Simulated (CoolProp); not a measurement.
Vapour-liquid equilibrium of carbonyl sulfide (1) + propane (2) at 6.61 kPa; x and y are mole fractions of (1).

The numbers come from the multi-fluid Helmholtz-energy mixture model, Lemmon 2006 and Lemmon 2009; pair parameters Bell 2016 in CoolProp.

Give the bubble temperature and the first vapour's composition at x = 0.05, 0.15, 0.65. Is there an azeotrope?

x = 0.05: 182.9 K, y = 0.092; x = 0.15: 181.9 K, y = 0.239; x = 0.65: 179.1 K, y = 0.729. No azeotrope shows between x = 0.05 and 0.95.

Pair parameters are fitted to limited data, so mixtures are less certain than the pure fluids.
